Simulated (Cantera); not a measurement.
An isothermal, constant-pressure homogeneous reactor starts with 10.6 % C2H6, 89.4 % N2, at 1000 K and 760 Torr.

Detailed kinetics in Cantera: GRI-Mech 3.0 (53 species, 325 reactions). GRI-Mech 3.0 stops at C3 and has no aromatics, soot or wall deposition, so with more carbon than oxygen in the feed, carbon stays in small species such as C2H2 where larger ones or solid carbon would form.

Problem. Predict: x(C2H6) at 1.00 s; x(CH3) at 1.00 s; x(H2) at 1.00 s; x(H) at 1.00 s; x(C2H2) at 1.00 s.

Solution. 
| Quantity | Result |
|---|---|
| x(C2H6) at 1.00 s | 0.0727 (gas-phase equilibrium 0.000385) |
| x(CH3) at 1.00 s | 9.07e-8 (gas-phase equilibrium 5.79e-8) |
| x(H2) at 1.00 s | 0.0297 (gas-phase equilibrium 0.00578) |
| x(H) at 1.00 s | 2.45e-8 (gas-phase equilibrium 1.72e-10) |
| x(C2H2) at 1.00 s | 0.000133 (gas-phase equilibrium 0.00819) |
